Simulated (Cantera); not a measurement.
Low-pressure radical oxidation in H2/O2

An isothermal, constant-pressure homogeneous reactor starts with H₂ : O₂ = 0.17 : 1 (molar parts), equivalence ratio 0.085, at 1423 K and 0.00888 atm.

Computed with Cantera and the H2/O2 subset of GRI-Mech 3.0, which has no nitrogen chemistry. Radical loss at walls, strong at low pressure, is not modelled. The temperature is held fixed by assumption; the heat of reaction is taken as removed at once.

```tsv
t (s)	x H₂	x O₂	x H₂O₂	x HO₂	x OH	x H	x O
0.000500	0.144	0.854	1.17e-8	1.35e-6	0.000235	0.000288	0.000288
0.00135	0.00644	0.752	1.00e-7	2.86e-6	0.0154	0.0350	0.0774
0.00364	0.00566	0.754	9.52e-8	2.85e-6	0.0147	0.0327	0.0767
0.00981	0.00528	0.762	9.63e-8	2.86e-6	0.0143	0.0288	0.0701
0.0265	0.00433	0.779	9.71e-8	2.86e-6	0.0131	0.0202	0.0551
0.0714	0.00249	0.808	8.89e-8	2.60e-6	0.0101	0.00814	0.0298
0.193	0.000729	0.833	5.76e-8	1.61e-6	0.00554	0.00122	0.00840
0.519	0.000127	0.841	2.50e-8	5.38e-7	0.00233	8.76e-5	0.00145
1.40	2.21e-5	0.843	9.25e-9	1.52e-7	0.000971	6.30e-6	0.000250
3.78	4.82e-6	0.843	3.58e-9	8.83e-8	0.000454	6.42e-7	5.46e-5
10.2	1.59e-6	0.843	1.98e-9	1.07e-7	0.000261	1.22e-7	1.80e-5
27.5	1.16e-6	0.843	1.77e-9	1.19e-7	0.000223	7.65e-8	1.32e-5
74.1	1.16e-6	0.843	1.77e-9	1.19e-7	0.000223	7.58e-8	1.31e-5
200	1.16e-6	0.843	1.77e-9	1.19e-7	0.000223	7.58e-8	1.31e-5
```
x: mole fraction; the columns are a selection and need not sum to one.

Equilibrium at this temperature and pressure: H₂ 1.16e-6, O₂ 0.843, H₂O₂ 1.77e-9, HO₂ 1.19e-7, OH 0.000223, H 7.58e-8, O 1.31e-5 (gas phase only).
